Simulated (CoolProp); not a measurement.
Vapour-liquid equilibrium of fluoroethane (R161) (1) + R227EA (2) at -63.75 °C; x and y are mole fractions of (1).

Values from CoolProp's multi-fluid Helmholtz-energy mixture model, Wu 2012 and Lemmon 2016; pair parameters Bell 2016.

Question: Give the bubble pressure and the first vapour's composition at x = 0.2, 0.575, 0.725. Is there an azeotrope?

Answer: x = 0.2: 0.008613 MPa, y = 0.354; x = 0.575: 0.01598 MPa, y = 0.855; x = 0.725: 0.01951 MPa, y = 0.930. No azeotrope shows between x = 0.05 and 0.95.

Pair parameters are fitted to limited data, so mixtures are less certain than the pure fluids.
